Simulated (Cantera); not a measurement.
Cantera run, input and output.

```python
import numpy as np
import cantera as ct

gas = ct.Solution("h2o2.yaml")
gas.TPX = 675, 110000, {'H2': 1, 'O2': 0.357, 'N2': 1.34}
flame = ct.FreeFlame(gas, width=0.037)
flame.set_refine_criteria(ratio=3, slope=0.08, curve=0.16)
flame.transport_model = "mixture-averaged"
flame.solve(loglevel=0, auto=True)
z, T = flame.grid, flame.T
thick = (T[-1] - T[0]) / np.gradient(T, z).max()
show = ['H2', 'O2', 'H', 'H2O', 'HO2', 'O']
print(f"laminar burning velocity  {flame.velocity[0] * 100:.3f} cm/s")
print(f"burnt temperature         {T[-1]:.1f} K")
print(f"thermal thickness         {thick * 1e3:.4f} mm")
print(f"grid points               {len(z)}")
z0 = z[flame.heat_release_rate.argmax()]
print(f"{'z/mm':>9s}{'T/K':>9s}{'u/(m/s)':>9s}" + "".join(f"{s:>11s}" for s in show))
rows = []
for k in (-3, -2, -1.5, -1, -0.5, -0.25, 0, 0.25, 0.5, 1, 2, 4, 8):
    zz = z0 + k * thick
    rows.append([k * thick, np.interp(zz, z, T), np.interp(zz, z, flame.velocity),
                 *(np.interp(zz, z, flame.X[gas.species_index(s)]) for s in show)])
    print(f"{rows[-1][0] * 1e3:9.3f}{rows[-1][1]:9.1f}{rows[-1][2]:9.3f}" + "".join(f"{x:11.3e}" for x in rows[-1][3:]))
```

Result:

```
laminar burning velocity  1091.032 cm/s
burnt temperature         2535.9 K
thermal thickness         0.4250 mm
grid points               138
     z/mm      T/K  u/(m/s)         H2         O2          H        H2O        HO2          O
   -1.275    675.0   10.910  3.708e-01  1.324e-01  1.687e-15  2.066e-14  2.864e-12  9.376e-17
   -0.850    675.0   10.910  3.708e-01  1.324e-01  2.722e-12  3.224e-12  7.276e-11  1.044e-13
   -0.637    675.0   10.910  3.708e-01  1.324e-01  3.823e-10  2.195e-10  5.119e-09  1.165e-11
   -0.425    675.0   10.910  3.708e-01  1.324e-01  1.950e-07  6.796e-08  8.463e-07  3.682e-09
   -0.212    688.9   11.105  3.681e-01  1.322e-01  3.518e-04  7.166e-04  2.113e-04  1.225e-05
   -0.106    865.4   13.701  3.384e-01  1.271e-01  9.150e-03  1.674e-02  1.712e-04  4.401e-04
    0.000   1295.9   19.873  2.171e-01  8.184e-02  5.693e-02  1.119e-01  7.576e-05  6.023e-03
    0.106   1600.7   24.214  1.187e-01  2.407e-02  8.999e-02  2.178e-01  2.156e-05  9.412e-03
    0.212   1736.8   26.063  1.028e-01  1.131e-02  8.756e-02  2.424e-01  9.460e-06  8.771e-03
    0.425   1882.4   27.967  1.050e-01  7.902e-03  7.385e-02  2.514e-01  5.910e-06  7.463e-03
    0.850   2036.4   29.909  1.093e-01  5.853e-03  5.805e-02  2.598e-01  3.943e-06  5.673e-03
    1.700   2186.7   31.742  1.124e-01  3.899e-03  4.311e-02  2.696e-01  2.477e-06  3.794e-03
    3.400   2321.2   33.332  1.145e-01  2.264e-03  3.016e-02  2.796e-01  1.450e-06  2.187e-03
```

Model: the H2/O2 subset of GRI-Mech 3.0, which has no nitrogen chemistry, integrated in Cantera. Burning velocities carry a grid error of a few per cent, more on coarse grids.
